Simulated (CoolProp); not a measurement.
Vapour-liquid equilibrium of R143a (1) + R1234yf (2) at -10.85 °C; x and y are mole fractions of (1).

Values from CoolProp's multi-fluid Helmholtz-energy mixture model, Lemmon and Jacobsen 2000 and Lemmon 2022; pair parameters Bell 2016.

```json
[
 {"x": "0.05", "bubble pressure (bar)": "2.275", "y at the bubble point": "[?]", "dew pressure at overall composition x (bar)": "2.212", "liquid density (mol/L)": "10.69"},
 {"x": "0.15", "bubble pressure (bar)": "2.517", "y at the bubble point": "[?]", "dew pressure at overall composition x (bar)": "2.347", "liquid density (mol/L)": "10.86"},
 {"x": "0.25", "bubble pressure (bar)": "2.749", "y at the bubble point": "0.395", "dew pressure at overall composition x (bar)": "2.498", "liquid density (mol/L)": "11.04"},
 {"x": "0.35", "bubble pressure (bar)": "[?]", "y at the bubble point": "0.508", "dew pressure at overall composition x (bar)": "[?]", "liquid density (mol/L)": "11.22"},
 {"x": "0.45", "bubble pressure (bar)": "3.193", "y at the bubble point": "0.606", "dew pressure at overall composition x (bar)": "2.854", "liquid density (mol/L)": "11.41"},
 {"x": "0.55", "bubble pressure (bar)": "3.408", "y at the bubble point": "0.693", "dew pressure at overall composition x (bar)": "3.064", "liquid density (mol/L)": "11.61"},
 {"x": "0.65", "bubble pressure (bar)": "3.620", "y at the bubble point": "0.771", "dew pressure at overall composition x (bar)": "3.299", "liquid density (mol/L)": "11.82"},
 {"x": "0.75", "bubble pressure (bar)": "3.831", "y at the bubble point": "0.842", "dew pressure at overall composition x (bar)": "3.562", "liquid density (mol/L)": "[?]"},
 {"x": "0.85", "bubble pressure (bar)": "4.040", "y at the bubble point": "0.908", "dew pressure at overall composition x (bar)": "3.855", "liquid density (mol/L)": "12.26"},
 {"x": "0.95", "bubble pressure (bar)": "4.250", "y at the bubble point": "[?]", "dew pressure at overall composition x (bar)": "4.180", "liquid density (mol/L)": "12.49"}
]
```

Some entries are withheld; supply them.


- 0.05, y at the bubble point: 0.098
- 0.15, y at the bubble point: 0.262
- 0.35, bubble pressure (bar): 2.974
- 0.35, dew pressure at overall composition x (bar): 2.666
- 0.75, liquid density (mol/L): 12.04
- 0.95, y at the bubble point: 0.970

No azeotrope shows between x = 0.05 and 0.95.

The pair parameters rest on a limited set of measurements; away from them the model extrapolates.
